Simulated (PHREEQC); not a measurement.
A PHREEQC input (ion-association model, phreeqc.dat):

```
SOLUTION 1
  temp 25
  units mg/L
  pH 6.69
  pe 10.1
  Na 61.2
  K 71
  Ca 119
  Mg 28.1
  Cl 129 charge
  Li 0.1 charge
  S(6) 298 as SO4
  Alkalinity 169 as HCO3
  F 0.0495
END
USE solution 1
EQUILIBRIUM_PHASES 1
  Quartz 0 0.5
  CO2(g) -3.4 10
END
```

It stops with these messages:

```
ERROR: Charge balance specified for more than one species.
ERROR: Program terminating due to input errors.
```

The fault: two constituents marked charge. The line should read `Cl 129` where the input has `Cl 129 charge / Li 0.1 charge`. With the mend the run ends at pH 8.54 and ionic strength 0.0171 mol/kgw.
